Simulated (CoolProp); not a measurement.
Vapour-liquid equilibrium of acetone (1) + methanol (2) at 0.00302 MPa; x and y are mole fractions of (1).

Values from CoolProp's multi-fluid Helmholtz-energy mixture model, Lemmon 2006 and de Reuck 1993; pair parameters Bell 2016.

```tsv
x	bubble temperature, mixture model (K)	bubble temperature, Raoult's law (K)	y, mixture model	y, Raoult's law
0.05	[?]	267.5	0.220	0.113
0.2	260.4	264.6	0.516	0.385
0.35	258.0	262.0	0.640	0.581
0.5	[?]	259.8	0.720	0.725
0.65	255.3	257.7	0.789	0.834
0.8	254.4	255.9	[?]	0.917
0.95	[?]	254.2	[?]	0.982
```

Q: What belongs in the gaps?

A: 
- 0.05, bubble temperature, mixture model (K): 265.5
- 0.5, bubble temperature, mixture model (K): 256.4
- 0.8, y, mixture model: 0.864
- 0.95, bubble temperature, mixture model (K): 253.8
- 0.95, y, mixture model: 0.959

The largest gap from Raoult's law is -4.2 K in bubble temperature, at x = 0.2. No azeotrope shows between x = 0.05 and 0.95.

Pair parameters are fitted to limited data, so mixtures are less certain than the pure fluids.
